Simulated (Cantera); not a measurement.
# Transport properties of process gases

Gas mixture: O2 = 0.14 (molar parts), at 170000 Pa, frozen composition.

Cantera's kinetic-theory transport with the Lennard-Jones parameters of GRI-Mech 3.0, ideal gas; thermal conductivity in the multicomponent form.

```csv
T (K),ρ (kg/m³),cp (J/kg/K),μ (µPa s),λ (mW/m/K),Pr,D (cm²/s) NH3,D (cm²/s) O,D (cm²/s) NO
400,1.64,941.4,25.6,33.9,0.712,0.230,0.324,0.202
600,1.09,1003,34.1,48.1,0.710,0.484,0.646,0.405
800,0.818,1055,41.4,61.5,0.710,0.807,1.05,0.657
1000,0.654,1090,47.9,73.7,0.709,1.19,1.52,0.954
1200,0.545,1114,54.0,84.9,0.708,1.63,2.06,1.29
1400,0.467,1134,59.7,95.6,0.708,2.11,2.66,1.67
1600,0.409,1151,65.1,106,0.708,2.65,3.32,2.08
```
D: mixture-averaged diffusion coefficient of that species in the mixture.
